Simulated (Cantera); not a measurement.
Input (Python, Cantera) and output of one run.

```python
import numpy as np
import cantera as ct

gas_names = """
    H HO2 H2 H2O H2O2 Mg MgH MgO MgOH MgO2H2 Mg2 O OH O2 O3
""".split()
cond_names = """
    H2O(s) H2O(L) Mg(cr) Mg(L) MgO(s) MgO(L) MgO2H2(s)
""".split()


# ... load() reads the species with a 1 bar reference pressure and builds the phases ...
atoms = {
    'MgO': {'Mg': 1, 'O': 1},
    'H2O': {'H': 2, 'O': 1},
    'O2': {'O': 2},
}
top_T = {}  # K; cautious upper limits of use, not melting points


# ... equilibrate(T, P, feed) seeds the gas with the atoms and calls Mixture.equilibrate('TP', solver="vcs", rtol=1e-11, max_steps=5000) ...
results = []
feed = {'MgO': 1, 'H2O': 0.41, 'O2': 0.017}  # mol
T = 948.15  # K
P = 1333.22  # Pa
mix = equilibrate(T, P, feed)
results.append((T, P, feed, dict(zip(mix.species_names, mix.species_moles))))
x = sorted(zip(gas.X, gas.species_names), reverse=True)
print(f"T = {T:g} K  P = {P:g} Pa  gas = {mix.phase_moles(0):.4g} mol")
print("   x: " + "  ".join(f"{s} {v:.3e}" for v, s in x if v > 1e-06))
print("   condensed (mol): " + ("  ".join(f"{mix.phase(i).name} {mix.phase_moles(i):.4g}"
      for i in range(1, mix.n_phases) if mix.phase_moles(i) > 1e-12) or "none"))
```

It prints:

```
T = 948.15 K  P = 1333.22 Pa  gas = 0.427 mol
   x: H2O 9.602e-01  O2 3.981e-02
   condensed (mol): MgO(s) 1
```

Equilibrium computed with Cantera from the NASA thermochemical tables; the gas is ideal and each condensed phase is pure.
